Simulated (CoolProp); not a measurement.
Vapour-liquid equilibrium of R227EA (1) + isobutene (2) at 11.4 kPa; x and y are mole fractions of (1).

The numbers come from the multi-fluid Helmholtz-energy mixture model, Lemmon 2016 and Lemmon 2005; pair parameters Bell 2016 in CoolProp.

| x | bubble temperature, mixture model (K) | bubble temperature, Raoult's law (K) | y, mixture model | y, Raoult's law |
|---|---|---|---|---|
| 0.05 | 217.0 | 220.8 | 0.258 | 0.069 |
| 0.125 | 214.1 | 220.3 | 0.418 | 0.167 |
| 0.2 | 212.8 | 219.9 | 0.485 | 0.259 |
| 0.275 | 212.3 | 219.4 | 0.518 | 0.346 |
| 0.35 | 212.0 | 219.0 | 0.536 | 0.429 |
| 0.425 | 211.9 | 218.6 | 0.547 | 0.508 |
| 0.5 | 211.8 | 218.2 | 0.558 | 0.582 |
| 0.575 | 211.8 | 217.8 | 0.571 | 0.653 |
| 0.65 | 211.9 | 217.4 | 0.591 | 0.721 |
| 0.725 | 212.0 | 217.1 | 0.622 | 0.786 |
| 0.8 | 212.4 | 216.7 | 0.670 | 0.848 |
| 0.875 | 213.2 | 216.4 | 0.747 | 0.907 |
| 0.95 | 214.5 | 216.1 | 0.872 | 0.963 |

The largest gap from Raoult's law is -7.1 K in bubble temperature, at x = 0.275. y crosses x between x = 0.5 and 0.575: the model has an azeotrope there.

The pair parameters rest on a limited set of measurements; away from them the model extrapolates.
